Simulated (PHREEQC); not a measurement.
1 kg of water holding 0.48 mol/kgw NaCl, 0.61 mol/kgw NaOH, 0.62 mol/kgw Na2SO4 and 0.55 mol/kgw Na2CO3 is evaporated at 25 °C; the solids stay in contact with the brine. CO2 is held at log p = -3.4 (atm). The run lets Burkeite, Halite, Mirabilite, Nahcolite, Natron, Thenardite, Trona precipitate or redissolve, and no other solid.

All values are PHREEQC results (Pitzer model, pitzer.dat), not measurements.

**Question.** Predict ionic strength at water left (kg) = 0.8257, 0.6794, 0.3712, 0.1944, 0.1554.

**Answer.** 
```csv
water left (kg),ionic strength
0.8257,5.83
0.6794,7.09
0.3712,10.8
0.1944,10.1
0.1554,9.65
```
